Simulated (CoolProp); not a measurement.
n-perfluorohexane at several states: fugacity coefficient from the reference equation and from simpler models built on Tc = 448.0 K, pc = 1.742 MPa, ω = 0.497; each cubic takes its own stable root.

Values from CoolProp's reference Helmholtz-energy equation of state, Gao 2022.

| T (K) | p (MPa) | phase | reference |
|---|---|---|---|
| 214.7 | 3.27 | liquid | 4.695e-5 |
| 393.4 | 5.62 | liquid | 0.1223 |
| 233.6 | 4.33 | liquid | 0.0002124 |
| 449.4 | 0.15 | gas | 0.9703 |

Problem. How far does each simpler model (van der Waals, Redlich-Kwong, Soave-Redlich-Kwong) lie from the reference over these 4 states: mean and median of the absolute difference, and the worst?

Solution. 
- van der Waals: mean 13482.7 %, median 6749.0 %, worst +40432.5 % at 214.7 K and 3.27 MPa
- Redlich-Kwong: mean 781.2 %, median 580.1 %, worst +1964.5 % at 214.7 K and 3.27 MPa
- Soave-Redlich-Kwong: mean 8.2 %, median 9.8 %, worst +13.4 % at 214.7 K and 3.27 MPa
